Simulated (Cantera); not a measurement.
A Cantera script and what it prints.

```python
import numpy as np
import cantera as ct

gas_names = """
    H H2 N NH NH2 NH3 N2 N2H2 N2H4 Si SiH SiH2 SiH3 SiH4 SiN Si2 Si2N Si3
""".split()
cond_names = """
    Si(cr) Si(L) Si3N4(a)
""".split()


def load(file, names, dense=False):
    # The tables refer to 1 bar. Condensed volumes are neglected.
    table = {s.name: s for s in ct.Species.list_from_file(file)}
    out = []
    for n in names:
        d = dict(table[n].input_data)
        d["thermo"] = dict(d["thermo"], **{"reference-pressure": 1e5})
        if dense:
            d["equation-of-state"] = {"model": "constant-volume", "density": "1e6 g/cm^3"}
        out.append(ct.Species.from_dict(d))
    return out


gas = ct.Solution(thermo="ideal-gas", species=load("nasa_gas.yaml", gas_names))
cond = {s.name: ct.Solution(thermo="fixed-stoichiometry", species=[s], name=s.name)
        for s in load("nasa_condensed.yaml", cond_names, dense=True)}
atoms = {
    'SiH4': {'Si': 1, 'H': 4},
    'NH3': {'N': 1, 'H': 3},
    'N2': {'N': 2},
}
top_T = {'Si3N4(a)': 2400}  # K; cautious upper limits of use, not melting points


def equilibrate(T, P, feed):
    n = {}
    for name, mol in feed.items():
        for a, k in atoms[name].items():
            n[a] = n.get(a, 0.0) + k * mol
    gas.TPX = T, P, n
    mass = sum(n.values()) * gas.mean_molecular_weight
    gas.equilibrate("TP")
    valid = [c for c in cond.values() if c.min_temp <= T <= top_T.get(c.name, c.max_temp)]
    mix = ct.Mixture([(gas, mass / gas.mean_molecular_weight)] + [(c, 0.0) for c in valid])
    mix.T, mix.P = T, P
    mix.equilibrate("TP", solver="vcs", rtol=1e-11, max_steps=5000)
    return mix


results = []
feed = {'SiH4': 1, 'NH3': 36, 'N2': 4.2}  # mol
P = 150  # Pa
for T in [1223, 1323, 1423, 1523, 1623, 1723, 1823]:
    mix = equilibrate(T, P, feed)
    results.append((T, P, feed, dict(zip(mix.species_names, mix.species_moles))))

top = {s: max(r[3][s] / sum(r[3][g] for g in gas_names) for r in results) for s in gas_names}
cols = sorted((s for s in top if top[s] > 0.001), key=lambda s: -top[s])[:9]
seen = [c for c in cond_names if any(r[3].get(c, 0) > 1e-12 for r in results)]
print("log10 of partial pressures in bar; condensed amounts in mol")
print(f"{'T/K':>10s}" + "".join(f"{s[:9]:>10s}" for s in cols + seen))
for T, P, feed, n in results:
    ng = sum(n[g] for g in gas_names)
    print(f"{T:10.4g}" + "".join(f"{np.log10(max(n[s] / ng * P / 1e5, 1e-99)):10.3f}" for s in cols)
          + "".join(f"{n.get(c, 0):10.4g}" for c in seen))
```

Output:

```
log10 of partial pressures in bar; condensed amounts in mol
       T/K        H2        N2         H        Si    Si(cr)     Si(L)  Si3N4(a)
      1223    -2.965    -3.380    -8.005   -14.066         0         0    0.3333
      1323    -2.965    -3.380    -7.282   -11.828         0         0    0.3333
      1423    -2.965    -3.380    -6.660    -9.908         0         0    0.3333
      1523    -2.965    -3.380    -6.119    -8.244         0         0    0.3332
      1623    -2.970    -3.371    -5.645    -6.806    0.9903         0         0
      1723    -2.971    -3.372    -5.225    -6.007         0    0.9419         0
      1823    -2.975    -3.374    -4.851    -5.355         0    0.7455         0
```

Cantera equilibrium calculation (NASA polynomials, part measured and part estimated; ideal gas, pure solids and liquids). The tables' values for SiN are old estimates; treat these amounts as uncertain. Gases not in the tables: Si2H6 and higher silanes.
